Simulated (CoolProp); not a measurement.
A single-stage vapour-compression cycle with n-heptane: evaporating at 311.15 K (dew point), condensing at 370.15 K (bubble point), superheat 0 K, subcooling 5 K, compressor efficiency 0.75, no pressure losses. Each further row changes one setting.

Values from CoolProp's reference Helmholtz-energy equation of state, Span 2003. It is a short technical equation, of lower accuracy than the large ones.

```csv
case,cooling COP,pressure ratio,discharge temperature (K),refrigerating effect (kJ/kg),volumetric capacity (kJ/m³)
as stated,?,8.63,370.2,227,100
evaporating temperature 316.15 K,?,6.92,370.2,?,128
condensing temperature 365.15 K,3.48,7.42,365.1,240,106
subcooling 10 K,?,8.63,370.2,240,106
superheat 10 K,?,8.63,370.2,244,104
compressor efficiency 0.65,?,8.63,370.2,227,100
```

Task: Fill in the missing entries.

Result: 
- as stated, cooling COP: 3.08
- evaporating temperature 316.15 K, cooling COP: 3.52
- evaporating temperature 316.15 K, refrigerating effect (kJ/kg): 235
- subcooling 10 K, cooling COP: 3.25
- superheat 10 K, cooling COP: 3.14
- compressor efficiency 0.65, cooling COP: 2.67

The compression ends wet for: as stated; evaporating temperature 316.15 K; condensing temperature 365.15 K; subcooling 10 K; superheat 10 K; compressor efficiency 0.65.
